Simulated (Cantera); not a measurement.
Input: 1 mol Al2O3, 29 mol H2, 2.2 mol H2O, held at 1050 Torr.

Equilibrium computed with Cantera from the NASA thermochemical tables; the gas is ideal and each condensed phase is pure. Candidate condensed phases: Al, Al2O3, H2O; 19 gas species. Gases not in the tables: Al(OH)3. Rates play no part. All values below are at 1825 K.

Base state: H2 0.929, H2O 0.0705, H 0.000359 (mole fractions); condensed: Al2O3(s).

Task: What changes in the equilibrium state with this change: 0.29 mol NH3 added?

Result: 
```tsv
species	before	after
H2	0.929	0.926
H2O	0.0705	0.0692
N2	0	0.00456
H	0.000359	0.000358
Al2O3(s), mol	1.00	1.00
```
Further candidate phases: AlN.
